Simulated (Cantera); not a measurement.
Feed: 1 mol SiH2Cl2, 4.2 mol HCl, 12 mol H2, held at 101000 Pa.

Cantera equilibrium calculation (NASA polynomials, part measured and part estimated; ideal gas, pure solids and liquids). Candidate condensed phases: Si; 19 gas species. The tables' values for SiCl3 are old estimates; treat these amounts as uncertain. Equilibrium is a limit: real reactors are often held back by kinetics, nucleation or transport.

x: gas mole fraction; nothing condenses.

| T (°C) | x H2 | x HCl | x SiCl4 | x SiCl2 | x SiCl3 | x SiHCl3 | x SiH2Cl2 |
|---|---|---|---|---|---|---|---|
| 802 | 0.810 | 0.132 | 0.0538 | 1.09e-5 | 0.000193 | 0.00409 | 3.64e-5 |
| 852 | 0.808 | 0.134 | 0.0521 | 4.50e-5 | 0.000437 | 0.00546 | 7.01e-5 |
| 902 | 0.806 | 0.136 | 0.0500 | 0.000160 | 0.000905 | 0.00696 | 0.000124 |
| 952 | 0.803 | 0.139 | 0.0472 | 0.000496 | 0.00172 | 0.00848 | 0.000203 |
| 1002 | 0.798 | 0.144 | 0.0436 | 0.00134 | 0.00299 | 0.00978 | 0.000304 |
| 1052 | 0.793 | 0.150 | … | … | 0.00473 | 0.0106 | … |
| 1102 | 0.785 | 0.158 | 0.0334 | 0.00628 | 0.00676 | 0.0106 | 0.000500 |
| 1152 | 0.775 | 0.168 | 0.0272 | 0.0110 | 0.00871 | 0.00984 | 0.000544 |
| 1202 | 0.765 | 0.179 | 0.0208 | 0.0169 | 0.0102 | 0.00845 | 0.000538 |
| 1252 | 0.754 | 0.189 | … | … | 0.0109 | … | … |
| 1302 | 0.745 | 0.199 | 0.0103 | 0.0295 | 0.0108 | 0.00514 | 0.000424 |
| 1352 | 0.737 | 0.207 | 0.00675 | 0.0349 | 0.0101 | 0.00374 | 0.000351 |
| 1402 | 0.731 | 0.213 | 0.00429 | 0.0393 | 0.00901 | 0.00265 | 0.000283 |

### Question
What belongs in the gaps?

### Answer

- 1052, x SiCl4: 0.0390
- 1052, x SiCl2: 0.00312
- 1052, x SiH2Cl2: 0.000412
- 1252, x SiCl4: 0.0151
- 1252, x SiCl2: 0.0233
- 1252, x SiHCl3: 0.00678
- 1252, x SiH2Cl2: 0.000491
